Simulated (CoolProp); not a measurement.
Vapour-liquid equilibrium of CH2F2 (R32) (1) + methanol (2) at 0.304 MPa; x and y are mole fractions of (1).

The numbers come from the multi-fluid Helmholtz-energy mixture model, Tillner-Roth 1997 and de Reuck 1993; pair parameters Bell 2016 in CoolProp.

Question: Give the bubble temperature and the first vapour's composition at x = 0.05, 0.2, 0.5. Is there an azeotrope?

Answer: x = 0.05: 32.2 °C, y = 0.918; x = 0.2: -11.3 °C, y = 0.994; x = 0.5: -21.6 °C, y = 0.997. No azeotrope shows between x = 0.05 and 0.95.

Pair parameters are fitted to limited data, so mixtures are less certain than the pure fluids. With so large a gap from Raoult's law the liquid may split in two, which this calculation doesn't test in full.
